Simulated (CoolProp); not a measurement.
A simple Rankine cycle with n-butane: condensing at 317.15 K, boiler at 1.48 MPa, turbine inlet 373.5 K, turbine efficiency 0.9, pump efficiency 0.8, no recuperator. Each further row changes one setting.

The numbers come from the reference Helmholtz-energy equation of state, Bücker 2006 in CoolProp.

```csv
case,thermal efficiency (%),net work (kJ/kg),heat in (kJ/kg),turbine exit temperature (K),volume ratio over the turbine
as stated,10.8,44.8,415,332.2,3.82
turbine inlet 393.5 K,[?],49.8,465,[?],[?]
condensing temperature 309.15 K,12.2,53.2,435,326.1,4.77
boiler pressure 1.04 MPa,8.1,[?],434,[?],2.52
turbine efficiency 0.8,9.5,39.5,415,334.8,3.86
```

Q: Some entries are withheld; supply them.

A: 
- turbine inlet 393.5 K, thermal efficiency (%): 10.7
- turbine inlet 393.5 K, turbine exit temperature (K): 354.6
- turbine inlet 393.5 K, volume ratio over the turbine: 3.67
- boiler pressure 1.04 MPa, net work (kJ/kg): 35.2
- boiler pressure 1.04 MPa, turbine exit temperature (K): 346.4
